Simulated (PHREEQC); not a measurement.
Dissolve 0.8 mol Na2CO3 and 0.17 mol NaCl per kg of water at 25 °C. Closed to the air; pH follows from the charge balance.

Model: Pitzer model, pitzer.dat, run in PHREEQC.

Q: The ionic strength comes out as 2.56 mol/kgw. What activity coefficients do Na+, CO3-2, HCO3-, OH-, Cl- get?

A: Na+ 0.49, CO3-2 0.063, HCO3- 0.40, OH- 0.68, Cl- 0.57. Single-ion values are on the MacInnes scale.

This is a speciation only: nothing precipitates in the calculation. In brines, pH and single-ion activities rest on the MacInnes convention.
